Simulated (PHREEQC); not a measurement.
Dissolve 0.031 mol/kgw NH4HF2, 0.021 mol/kgw (NH4)2SiF6, 0.00014 mol/kgw H3BO3 and 0.038 mol/kgw HCl at 25 °C. Closed to the air; pH follows from the charge balance.

Equilibrium calculation in PHREEQC: ion-association model, phreeqc.dat.

This is a speciation only: nothing precipitates in the calculation.

### Question
Predict the pH.

### Answer
pH 1.98.

### Question
In which forms is F present?

### Answer
SiF6-2 67 %, HF 29 %, F- 2.5 %, HF2- 1.0 % of the F.

Species that the database lacks are ignored. SiF6-2 is the database's only silicon fluoride. Real BF4- forms and hydrolyses slowly; the run takes it at equilibrium.
